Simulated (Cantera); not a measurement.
Mixture: 23.2 % CO, 1.11 % H2, 3.95 % CH4, 8.82 % O2, 62.9 % N2, at 2.00 bar, adiabatic and at constant pressure. Ignition delay is the time to a rise of 400 K.

Detailed kinetics in Cantera: GRI-Mech 3.0 (53 species, 325 reactions).

**Question.** Predict: delay at 1250 K; delay at 1450 K; delay at 1650 K; delay at 1850 K; delay at 2050 K; apparent activation energy between 1850 and 2050 K.

**Answer.** 
```json
{
 "delay at 1250 K": "4.14 ms",
 "delay at 1450 K": "0.646 ms",
 "delay at 1650 K": "0.149 ms",
 "delay at 1850 K": "49.0 µs",
 "delay at 2050 K": "21.7 µs",
 "apparent activation energy between 1850 and 2050 K": "130 kJ/mol"
}
```
